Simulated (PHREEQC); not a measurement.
0.014 g of hydrous ferric oxide (600 m²/g; 0.2 weak and 0.005 strong sites per Fe, Dzombak-Morel constants, diffuse double layer) in 1 kg of water with 0.1 mol/kgw of an inert sodium salt, at 25 °C; the pH is set by adding NaOH or the inert anion's acid. O2 is buffered at 0.21 atm. No CO2 enters from the air. Precipitation was switched off in this run.

All values are PHREEQC results (ion-association model, wateq4f.dat), not measurements.

Predict surface charge σ (C/m²), surface potential ψ (mV) at pH = 5.33, 9.33, 10.67.


```tsv
pH	surface charge σ (C/m²)	surface potential ψ (mV)
5.33	0.177	116
9.33	-0.051	-57
10.67	-0.154	-109
```
